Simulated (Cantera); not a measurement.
**Moist CO burnout**

An isothermal, constant-pressure homogeneous reactor starts with 0.102 % CO, 1.12 % O2, 5.85 % H2O, 92.9 % N2, equivalence ratio 0.046, at 1475 K and 5.00 bar.

Cantera simulation using GRI-Mech 3.0 (53 species, 325 reactions); the numbers are that mechanism's predictions, not measurements.

```
t (s)         x CO    x O2   x H2O      x H     x NO2     x CO2     x H2
--------  --------  ------  ------  -------  --------  --------  -------
0.000200   0.00102  0.0112  0.0585  2.09e-8    <1e-12   7.63e-7  3.28e-7
0.000843  0.000607  0.0109  0.0584  6.16e-6  8.19e-12  0.000415  6.47e-5
0.00356    2.21e-5  0.0106  0.0585  1.43e-7  8.20e-11   0.00100  4.86e-6
0.0150     2.98e-7  0.0106  0.0586  5.69e-9  3.60e-11   0.00102  4.88e-7
0.0632     1.49e-8  0.0106  0.0586  3.43e-9  3.36e-11   0.00102  3.44e-7
0.267      1.49e-8  0.0106  0.0586  3.43e-9  4.09e-11   0.00102  3.44e-7
1.12       1.49e-8  0.0106  0.0586  3.43e-9  7.17e-11   0.00102  3.44e-7
4.74       1.49e-8  0.0106  0.0586  3.43e-9  2.02e-10   0.00102  3.44e-7
20.0       1.49e-8  0.0106  0.0586  3.43e-9  7.49e-10   0.00102  3.44e-7
```
x: mole fraction; the columns are a selection and need not sum to one.

Equilibrium at this temperature and pressure: CO 1.50e-8, O2 0.0105, H2O 0.0586, H 3.44e-9, NO2 7.61e-7, CO2 0.00102, H2 3.46e-7 (gas phase only).
